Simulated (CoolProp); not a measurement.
Model: reference Helmholtz-energy equation of state, Wagner 2002, in CoolProp.

### Question
For water, give the phase and the conductivity (mW/(m K)) at 459.6 K and 101 kPa; 472.9 K and 101 kPa; 486.3 K and 101 kPa.

### Answer
- 459.6 K and 101 kPa: gas; conductivity 32.2
- 472.9 K and 101 kPa: gas; conductivity 33.4
- 486.3 K and 101 kPa: gas; conductivity 34.7

Thermal conductivity comes from a separate model (Huber 2012).
